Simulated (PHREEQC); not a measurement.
A solution holds 0.2 mol/kgw ZnSO4, 0.019 mol/kgw Na2SO4 and 4.2e-05 mol/kgw FeSO4, at 25 °C. Closed to the air; pH follows from the charge balance.

The numbers come from PHREEQC with the ion-association model, wateq4f.dat.

Problem. The ionic strength comes out as 0.403 mol/kgw. What activity coefficients do ZnOH+, H+, Fe+2, Zn+2, SO4-2 get?

Solution. ZnOH+ 0.73, H+ 0.77, Fe+2 0.27, Zn+2 0.27, SO4-2 0.22.

This is a speciation only: nothing precipitates in the calculation. Complexes and solids missing from the database can't appear.
